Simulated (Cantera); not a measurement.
Cantera run:

```python
import numpy as np
import cantera as ct

gas_names = """
    Fe H H2 H2S S SH S2 S8
""".split()
cond_names = """
    Fe(a) Fe(c) Fe(d) Fe(L) FeS(a) FeS(b) FeS(c) FeS(L) FeS2(s) S(cr1) S(cr2) S(L)
""".split()


# ... load() reads the species with a 1 bar reference pressure and builds the phases ...
atoms = {
    'FeS': {'Fe': 1, 'S': 1},
    'H2': {'H': 2},
}
top_T = {'FeS2(s)': 1010}  # K; cautious upper limits of use, not melting points


# ... equilibrate(T, P, feed) seeds the gas with the atoms and calls Mixture.equilibrate('TP', solver="vcs", rtol=1e-11, max_steps=5000) ...
results = []
feed = {'FeS': 1, 'H2': 2500}  # mol
P = 2200  # Pa
for T in [1550, 1600, 1650, 1700, 1750, 1800, 1850, 1900, 1950, 2000]:
    mix = equilibrate(T, P, feed)
    results.append((T, P, feed, dict(zip(mix.species_names, mix.species_moles))))
    x = sorted(zip(gas.X, gas.species_names), reverse=True)
    print(f"T = {T:g} K  P = {P:g} Pa  gas = {mix.phase_moles(0):.4g} mol")
    print("   x: " + "  ".join(f"{s} {v:.3e}" for v, s in x if v > 1e-05))
    print("   condensed (mol): " + ("  ".join(f"{mix.phase(i).name} {mix.phase_moles(i):.4g}"
          for i in range(1, mix.n_phases) if mix.phase_moles(i) > 1e-12) or "none"))
```

Output:

```
T = 1550 K  P = 2200 Pa  gas = 2500 mol
   x: H2 9.994e-01  H2S 3.804e-04  H 2.123e-04  Fe 1.905e-05  SH 1.752e-05
   condensed (mol): Fe(c) 0.9524
T = 1600 K  P = 2200 Pa  gas = 2501 mol
   x: H2 9.992e-01  H2S 3.712e-04  H 3.664e-04  Fe 4.984e-05  SH 2.550e-05
   condensed (mol): Fe(c) 0.8754
T = 1650 K  P = 2200 Pa  gas = 2501 mol
   x: H2 9.989e-01  H 6.121e-04  H2S 3.589e-04  Fe 1.228e-04  SH 3.589e-05
   condensed (mol): Fe(c) 0.6929
T = 1700 K  P = 2200 Pa  gas = 2502 mol
   x: H2 9.983e-01  H 9.926e-04  H2S 3.431e-04  Fe 2.860e-04  SH 4.887e-05
   condensed (mol): Fe(d) 0.2843
T = 1750 K  P = 2200 Pa  gas = 2503 mol
   x: H2 9.976e-01  H 1.566e-03  Fe 3.995e-04  H2S 3.237e-04  SH 6.435e-05
   condensed (mol): none
T = 1800 K  P = 2200 Pa  gas = 2504 mol
   x: H2 9.968e-01  H 2.410e-03  Fe 3.993e-04  H2S 3.009e-04  SH 8.194e-05
   condensed (mol): none
T = 1850 K  P = 2200 Pa  gas = 2506 mol
   x: H2 9.956e-01  H 3.624e-03  Fe 3.991e-04  H2S 2.750e-04  SH 1.009e-04  S 1.504e-05
   condensed (mol): none
T = 1900 K  P = 2200 Pa  gas = 2508 mol
   x: H2 9.939e-01  H 5.334e-03  Fe 3.987e-04  H2S 2.467e-04  SH 1.200e-04  S 2.291e-05
   condensed (mol): none
T = 1950 K  P = 2200 Pa  gas = 2511 mol
   x: H2 9.915e-01  H 7.696e-03  Fe 3.983e-04  H2S 2.172e-04  SH 1.382e-04  S 3.335e-05
   condensed (mol): none
T = 2000 K  P = 2200 Pa  gas = 2515 mol
   x: H2 9.883e-01  H 1.090e-02  Fe 3.976e-04  H2S 1.876e-04  SH 1.541e-04  S 4.649e-05
   condensed (mol): none
```

Method: chemical equilibrium by Gibbs-energy minimisation in Cantera with the NASA 1993 tables (ideal gas, pure condensed phases).
